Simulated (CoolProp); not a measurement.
Properties of nitrous oxide along the isotherm 500 K.

Values from CoolProp's reference Helmholtz-energy equation of state, Lemmon 2006. It is a short technical equation, of lower accuracy than the large ones.

```json
[
 {"p (MPa)": "1.65", "phase": "gas", "density (kg/m³)": "17.71", "isothermal compressibility (1/MPa)": "0.6145", "expansivity (1/kK)": "2.126"},
 {"p (MPa)": "3.29", "phase": "gas", "density (kg/m³)": "35.81", "isothermal compressibility (1/MPa)": "0.3122", "expansivity (1/kK)": "2.256"},
 {"p (MPa)": "4.94", "phase": "gas", "density (kg/m³)": "54.50", "isothermal compressibility (1/MPa)": "0.2105", "expansivity (1/kK)": "2.389"},
 {"p (MPa)": "6.59", "phase": "gas", "density (kg/m³)": "73.66", "isothermal compressibility (1/MPa)": "0.1596", "expansivity (1/kK)": "2.526"},
 {"p (MPa)": "8.23", "phase": "supercritical", "density (kg/m³)": "93.16", "isothermal compressibility (1/MPa)": "0.1290", "expansivity (1/kK)": "2.663"},
 {"p (MPa)": "9.88", "phase": "supercritical", "density (kg/m³)": "113.2", "isothermal compressibility (1/MPa)": "0.1084", "expansivity (1/kK)": "2.800"},
 {"p (MPa)": "11.5", "phase": "supercritical", "density (kg/m³)": "133.3", "isothermal compressibility (1/MPa)": "0.09371", "expansivity (1/kK)": "2.933"},
 {"p (MPa)": "13.2", "phase": "supercritical", "density (kg/m³)": "154.7", "isothermal compressibility (1/MPa)": "0.08197", "expansivity (1/kK)": "3.067"},
 {"p (MPa)": "14.8", "phase": "supercritical", "density (kg/m³)": "175.1", "isothermal compressibility (1/MPa)": "0.07320", "expansivity (1/kK)": "3.186"},
 {"p (MPa)": "16.5", "phase": "supercritical", "density (kg/m³)": "196.9", "isothermal compressibility (1/MPa)": "0.06554", "expansivity (1/kK)": "3.302"},
 {"p (MPa)": "18.1", "phase": "supercritical", "density (kg/m³)": "217.6", "isothermal compressibility (1/MPa)": "0.05944", "expansivity (1/kK)": "3.398"}
]
```
